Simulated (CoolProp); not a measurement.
Vapour-liquid equilibrium of n-heptane (1) + o-xylene (2) at 288.5 K; x and y are mole fractions of (1).

The numbers come from the multi-fluid Helmholtz-energy mixture model, Span 2003 and Zhou 2012; pair parameters Bell 2016 in CoolProp.

```json
[
 {"x": "0.05", "bubble pressure, mixture model (bar)": "0.007589", "bubble pressure, Raoult's law (bar)": "0.006562", "y, mixture model": "0.377", "y, Raoult's law": "0.281"},
 {"x": "0.15", "bubble pressure, mixture model (bar)": "0.01209", "bubble pressure, Raoult's law (bar)": "0.009757", "y, mixture model": "0.646", "y, Raoult's law": "0.567"},
 {"x": "0.25", "bubble pressure, mixture model (bar)": "0.01584", "bubble pressure, Raoult's law (bar)": "0.01295", "y, mixture model": "0.757", "y, Raoult's law": "0.713"},
 {"x": "0.35", "bubble pressure, mixture model (bar)": "0.01909", "bubble pressure, Raoult's law (bar)": "0.01615", "y, mixture model": "0.820", "y, Raoult's law": "0.800"},
 {"x": "0.45", "bubble pressure, mixture model (bar)": "0.02202", "bubble pressure, Raoult's law (bar)": "0.01934", "y, mixture model": "0.862", "y, Raoult's law": "0.859"},
 {"x": "0.55", "bubble pressure, mixture model (bar)": "0.02474", "bubble pressure, Raoult's law (bar)": "0.02254", "y, mixture model": "0.895", "y, Raoult's law": "0.901"},
 {"x": "0.65", "bubble pressure, mixture model (bar)": "0.02738", "bubble pressure, Raoult's law (bar)": "0.02573", "y, mixture model": "0.922", "y, Raoult's law": "0.932"},
 {"x": "0.75", "bubble pressure, mixture model (bar)": "0.03001", "bubble pressure, Raoult's law (bar)": "0.02893", "y, mixture model": "0.946", "y, Raoult's law": "0.957"},
 {"x": "0.85", "bubble pressure, mixture model (bar)": "0.03269", "bubble pressure, Raoult's law (bar)": "0.03212", "y, mixture model": "0.968", "y, Raoult's law": "0.977"},
 {"x": "0.95", "bubble pressure, mixture model (bar)": "0.03547", "bubble pressure, Raoult's law (bar)": "0.03531", "y, mixture model": "0.989", "y, Raoult's law": "0.993"}
]
```

The largest gap from Raoult's law is +23.9 % in bubble pressure, at x = 0.15. No azeotrope shows between x = 0.05 and 0.95.

The pair parameters rest on a limited set of measurements; away from them the model extrapolates.
